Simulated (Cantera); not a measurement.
A closed system holds: 1 mol Si, 2.1 mol Cl₂, 17 mol H₂, at 170000 Pa.

Cantera equilibrium calculation (NASA polynomials, part measured and part estimated; ideal gas, pure solids and liquids). Candidate condensed phases: Si; 19 gas species. Kinetics and transport are ignored. All values below are at 575 °C.

Base state: H₂ 0.929, SiCl₄ 0.0504, HCl 0.0159, SiHCl₃ 0.00477, SiH₂Cl₂ 3.96e-5 (mole fractions); condensed: gas only.

Q: What changes in the equilibrium state with this change: Cl₂ from 2.1 to 2.2 mol?

A: 
```csv
species,before,after
H₂,0.929,0.920
SiCl₄,0.0504,0.0518
HCl,0.0159,0.0251
SiHCl₃,0.00477,0.00308
SiH₂Cl₂,3.96e-5,1.61e-5
```
